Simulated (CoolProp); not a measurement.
Properties of acetone along the isobar 3.05 MPa (Tc = 235.0 °C, pc = 4.692 MPa, ω = 0.307).

The numbers come from the reference Helmholtz-energy equation of state, Lemmon 2006 in CoolProp. It is a short technical equation, of lower accuracy than the large ones.

| T (°C) | phase | Z | expansivity (1/kK) |
|---|---|---|---|
| 152.75 | liquid | 0.08042 | 2.710 |
| 164.05 | liquid | 0.08093 | 3.056 |
| 175.35 | liquid | 0.08187 | 3.540 |
| 186.65 | liquid | 0.08344 | 4.280 |
| 197.85 | liquid | 0.08601 | 5.587 |
| 209.15 | gas | 0.5723 | 14.77 |
| 220.45 | gas | 0.6372 | 9.337 |
| 231.75 | gas | 0.6825 | 7.082 |
| 243.05 | gas | 0.7176 | 5.805 |
| 254.25 | gas | 0.7459 | 4.979 |
| 265.55 | gas | 0.7698 | 4.386 |
| 276.85 | gas | 0.7902 | 3.941 |
